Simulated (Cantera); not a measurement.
An isothermal plug-flow reactor at 925 K and 2.07 atm (inlet), inlet velocity 5 m/s, active area per volume 110 1/m; feed CO : O2 : N2 = 0.0039 : 0.11 : 0.79 (molar parts), equivalence ratio 0.018.

Model: Deutschmann's 1995 Pt surface mechanism with GRI-Mech 3.0 gas chemistry, integrated in Cantera. Catalytic surfaces can have several steady states; this one follows from the mechanism file's or the stated starting coverage. Mass transfer to the wall is taken as infinitely fast.

x: gas mole fraction; θ: surface coverage.

```
z (m)        x CO   x O2   x H2O     x CO2  θ free Pt   θ O*     θ CO*
-------  --------  -----  ------  --------  ---------  -----  --------
0.00034   0.00414  0.122  <1e-12  0.000173      0.127  0.871   0.00218
0.0006    0.00402  0.122  <1e-12  0.000297      0.125  0.873   0.00205
0.0011    0.00380  0.121  <1e-12  0.000515      0.122  0.876   0.00184
0.0019    0.00349  0.121  <1e-12  0.000822      0.118  0.881   0.00157
0.0034          ?  0.121  <1e-12         ?      0.113  0.886         ?
0.006     0.00240  0.121  <1e-12   0.00192      0.107  0.892  0.000881
0.011           ?  0.121  <1e-12         ?      0.101  0.898         ?
0.019    0.000913  0.120  <1e-12   0.00341     0.0966  0.903  0.000270
0.034    0.000338  0.120  <1e-12   0.00399     0.0935  0.906   9.34e-5
```

### Question
Some entries are withheld; supply them.

### Answer

- 0.0034, x CO: 0.00302
- 0.0034, x CO2: 0.00130
- 0.0034, θ CO*: 0.00124
- 0.011, x CO: 0.00162
- 0.011, x CO2: 0.00270
- 0.011, θ CO*: 0.000526
